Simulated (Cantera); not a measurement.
A closed system holds: 1 mol CH₂F₂, 4 mol H₂, 0.062 mol F₂, at 750 K and 3.50 mbar.

Method: chemical equilibrium by Gibbs-energy minimisation in Cantera with the NASA 1993 tables (ideal gas, pure condensed phases). Candidate condensed phases: C, C₆H₆, C₇H₈, C₈H₁₈; 95 gas species. Equilibrium is a limit: real reactors are often held back by kinetics, nucleation or transport.

Base state: H₂ 0.643, HF 0.352, CH₄ 0.00463 (mole fractions); condensed: C(graphite).

What changes in the equilibrium state with this change: temperature from 750 K to 1223.15 K?


| species | before | after |
|---|---|---|
| H₂ | 0.643 | 0.650 |
| HF | 0.352 | 0.350 |
| CH₄ | 0.00463 | 1.97e-5 |
| C(graphite), mol | 0.972 | 1.000 |
